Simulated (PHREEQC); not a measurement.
A made-up water analysis in mg/L, 25 °C, pH 1.91, pe 8.6:

```csv
constituent,mg/L
Na,67.2
K,37
Ca,34.3
Mg,3.11
Cl,24.9
S(6) as SO4,1430
Mn(2),0.0954
N(5) as NO3,0.106
```

Na is adjusted to close the charge balance.
Valence states are taken as typed.

All values are PHREEQC results (ion-association model, phreeqc.dat), not measurements.

Precipitation was switched off in this run.

Order these Mn species by the share of Mn that they hold, largest first: Mn+2, MnCl+, MnSO4.

Mn+2 (71 %), MnSO4 (29 %), MnCl+ (0.11 %)

The pH is 1.91 and the ionic strength 0.0326 mol/kgw. Complexes and solids missing from the database can't appear.
